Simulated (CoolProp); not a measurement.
Model: reference Helmholtz-energy equation of state, Smukala 2000, in CoolProp.

Task: Give the vapour pressure (MPa), liquid density (kg/m³), enthalpy of vaporisation (kJ/kg), surface tension (mN/m) of saturated ethylene at -113.15, -96.35, -92.15 °C.

Result: 
```tsv
T (°C)	p (MPa)	liquid density (kg/m³)	enthalpy of vaporisation (kJ/kg)	surface tension (mN/m)
-113.15	0.0562	581	496	17.9
-96.35	0.154	557	471	15.1
-92.15	0.191	551	465	14.4
```

Surface tension comes from a separate correlation (Mulero 2012).
